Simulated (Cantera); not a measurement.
Thermodynamics of carbothermic reduction, feed Cu2O + C + H2

Charge: 1 mol Cu2O, 0.62 mol C, 0.17 mol H2, equilibrated at 101000 Pa.

Cantera equilibrium calculation (NASA polynomials, part measured and part estimated; ideal gas, pure solids and liquids). Candidate condensed phases: C, C6H6, C7H8, C8H18, Cu, CuO, Cu(OH)2, Cu2O, H2O; 113 gas species. Kinetics and transport are ignored.

| T (K) | x CO | x CO2 | x H2O | x H2 | x Cu | x H | n Cu(s) | n Cu(l) |
|---|---|---|---|---|---|---|---|---|
| 1250 | 0.426 | 0.359 | 0.122 | 0.0929 | 4.58e-8 | 1.46e-7 | 2.00 | 0 |
| 1350 | 0.435 | 0.349 | 0.132 | 0.0835 | 4.83e-7 | 6.84e-7 | 2.00 | 0 |
| 1450 | 0.443 | 0.342 | 0.139 | 0.0759 | 3.39e-6 | 2.59e-6 | 0 | 2.00 |
| 1550 | 0.449 | 0.335 | 0.146 | 0.0697 | 1.83e-5 | 8.26e-6 | 0 | 2.00 |
| 1650 | 0.454 | 0.330 | 0.151 | 0.0645 | 8.01e-5 | 2.29e-5 | 0 | 2.00 |
| 1750 | 0.459 | 0.326 | 0.155 | 0.0602 | 0.000295 | 5.67e-5 | 0 | 2.00 |
| 1850 | 0.462 | 0.322 | 0.158 | 0.0565 | 0.000937 | 0.000127 | 0 | 2.00 |
x: gas mole fraction; n: condensed amount in mol.

From 1250 K to 1350 K the condensed part is Cu(s). From 1450 K to 1850 K the condensed part is Cu(l). The main Cu-bearing gas is Cu throughout.
